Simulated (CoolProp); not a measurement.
cis-2-butene at several states: Z from the reference equation and from simpler models built on Tc = 435.8 K, pc = 4.236 MPa, ω = 0.202; each cubic takes its own stable root.

Model: reference Helmholtz-energy equation of state, Lemmon 2005, in CoolProp. It is a short technical equation, of lower accuracy than the large ones.

```tsv
T (K)	p (MPa)	phase	reference	van der Waals	Peng-Robinson
208.5	11.6	liquid	0.5210	0.8374	0.5049
398.6	0.798	gas	0.9054	0.9260	0.9012
296	0.0121	gas	0.9963	0.9979	0.9968
299.8	0.044	gas	0.9871	0.9926	0.9886
148.8	0.0125	liquid	0.0007315	0.001219	0.0007280
263.5	17.7	liquid	0.6747	1.050	0.6432
```
